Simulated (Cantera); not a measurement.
Feed: 1 mol Si, 1.3 mol Cl2, 0.21 mol H2, 0.52 mol HCl, held at 973 K and 0.580 bar.

Equilibrium computed with Cantera from the NASA thermochemical tables; the gas is ideal and each condensed phase is pure. Candidate condensed phases: Si; 19 gas species. The tables' values for SiCl3 are old estimates; treat these amounts as uncertain. Kinetics and transport are ignored.

Base state: SiCl4 0.554, H2 0.325, SiHCl3 0.106, HCl 0.00959, SiCl3 0.00296, SiH2Cl2 0.00210, SiCl2 0.000454, SiH3Cl 1.06e-5 (mole fractions); condensed: Si(s).

**Question.** What changes in the equilibrium state with this change: H2 from 0.21 to 16 mol?

**Answer.** 
| species | before | after |
|---|---|---|
| H2 | 0.325 | 0.943 |
| SiCl4 | 0.554 | 0.0285 |
| SiHCl3 | 0.106 | 0.0194 |
| SiCl3 | 0.00296 | 0.000319 |
| SiCl2 | 0.000454 | 0.000103 |
| SiH3Cl | 1.06e-5 | 2.48e-5 |
| Si(s), mol | 0.188 | 0.156 |
